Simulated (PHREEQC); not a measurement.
Sulfide liquor: an equilibrium model

Make-up at 25 °C: 0.26 mol/kgw NaHS, 0.00012 mol/kgw NaOH and 3.4e-05 mol/kgw CdCl2. Closed to the air; pH follows from the charge balance.

Computed with PHREEQC (ion-association model, wateq4f.dat).

Precipitation was switched off in this run.

Task: What pH, activity of water does the model give?

Result: pH 9.67; activity of water 0.991.

Task: In which forms is Cd present?

Result: Cd(HS)4-2 99 %, Cd(HS)3- 1.4 % of the Cd.

The solution is supersaturated, for example in Greenockite, so a real one may precipitate; this is no full list. The polysulfide entries of wateq4f.dat were taken out for this run.
